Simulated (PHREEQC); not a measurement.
Consider water at 65 °C with 0.041 mol NH4HF2, 7.5e-05 mol H2SiF6, 0.012 mol HBF4 and 0.14 mol H2SO4 per kg of water. Closed to the air; pH follows from the charge balance.

Model: ion-association model, phreeqc.dat, run in PHREEQC.

No solid was allowed to form.

What pH, activity of water does the model give?

pH 1.00; activity of water 0.993.

In which forms is F present?

HF 63 %, BF4- 36 % of the F.

At this temperature some constants are extrapolated from 25 °C, and those without enthalpy data are left unchanged. SiF6-2 is the database's only silicon fluoride. Real BF4- forms and hydrolyses slowly; the run takes it at equilibrium.
